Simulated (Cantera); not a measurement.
## Premixed flame

A freely propagating, adiabatic, planar premixed flame of 7.94 % CH4, 1.11 % CO, 17.5 % O2, 73.5 % N2, unburnt at 350 K and 750 Torr; mixture-averaged transport, grid criteria slope 0.08 and curve 0.16, no radiation.

Model: GRI-Mech 3.0 (53 species, 325 reactions), integrated in Cantera. Burning velocities carry a grid error of a few per cent, more on coarse grids.

| z (mm) | T (K) | u (m/s) | x CH4 | x CO | x O2 | x NO | x C2H | x OH |
|---|---|---|---|---|---|---|---|---|
| -1.49 | 350 | 0.386 | 0.0794 | 0.0111 | 0.175 | <1e-8 | <1e-8 | <1e-8 |
| -0.995 | 351 | 0.388 | 0.0792 | 0.0111 | 0.174 | <1e-8 | <1e-8 | <1e-8 |
| -0.746 | 358 | 0.396 | 0.0787 | 0.0112 | 0.174 | <1e-8 | <1e-8 | <1e-8 |
| -0.497 | 414 | 0.460 | 0.0754 | 0.0121 | 0.170 | 5.80e-8 | <1e-8 | 1.01e-7 |
| -0.249 | 819 | 0.920 | 0.0534 | 0.0209 | 0.139 | 1.36e-6 | <1e-8 | 1.66e-5 |
| -0.124 | 1231 | 1.39 | 0.0293 | 0.0323 | 0.101 | 3.40e-6 | <1e-8 | 0.000168 |
| 0 | 1614 | 1.83 | 0.00634 | 0.0420 | 0.0575 | 6.57e-6 | 3.33e-8 | 0.00166 |
| 0.124 | 1762 | 1.99 | 0.000318 | 0.0355 | 0.0343 | 1.03e-5 | 1.54e-8 | 0.00468 |
| 0.249 | 1814 | 2.04 | 7.91e-6 | 0.0265 | 0.0272 | 1.27e-5 | <1e-8 | 0.00587 |
| 0.497 | 1877 | 2.10 | <1e-8 | 0.0187 | 0.0229 | 1.55e-5 | <1e-8 | 0.00615 |
| 0.995 | 1949 | 2.17 | <1e-8 | 0.0143 | 0.0198 | 1.94e-5 | <1e-8 | 0.00573 |
| 1.99 | 2017 | 2.24 | <1e-8 | 0.0109 | 0.0170 | 2.49e-5 | <1e-8 | 0.00484 |
| 3.98 | 2069 | 2.29 | <1e-8 | 0.00750 | 0.0147 | 3.25e-5 | <1e-8 | 0.00383 |
x: mole fraction of selected species; z is measured from the peak of heat release.

```
Item                          Value
------------------------  ---------
laminar burning velocity  38.6 cm/s
thermal thickness          0.497 mm
peak x(C2H)                 4.68e-8
peak x(OH)                  0.00616
grid points                     144
```
